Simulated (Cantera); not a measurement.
A closed system holds: 1 mol HMDSO, 11 mol NO, 1 mol H₂, held at 2.70 mbar.

Method: chemical equilibrium by Gibbs-energy minimisation in Cantera with the NASA 1993 tables (ideal gas, pure condensed phases). Candidate condensed phases: C, C₆H₆, C₇H₈, C₈H₁₈, H₂O, Si, SiC, SiO₂, Si₂N₂O, Si₃N₄; 151 gas species. The feed counts by its element totals alone. The tables hold silica as quartz up to 1696 K and as liquid above; real silica turns to tridymite and cristobalite and melts near 1996 K. Kinetics and transport are ignored.

Q: Which condensed phases are stable at each of these points (T (K)): 650, 850, 1050, 1250, 1450, 1650, 1850, 2050?

A: 
```tsv
T (K)	condensed phases	Si condensed (%)
650	C(graphite) + SiO₂(α-quartz)	100.0
850	SiO₂(β-quartz)	100.0
1050	SiO₂(β-quartz)	100.0
1250	SiO₂(β-quartz)	100.0
1450	SiO₂(β-quartz)	100.0
1650	SiO₂(β-quartz)	99.8
1850	SiO₂(condensed)	90.1
2050	gas only	0.0
```

At 650 K the condensed part is C(graphite) + SiO₂(α-quartz). From 850 K to 1650 K the condensed part is SiO₂(β-quartz). At 1850 K the condensed part is SiO₂(condensed). At 2050 K nothing is condensed.
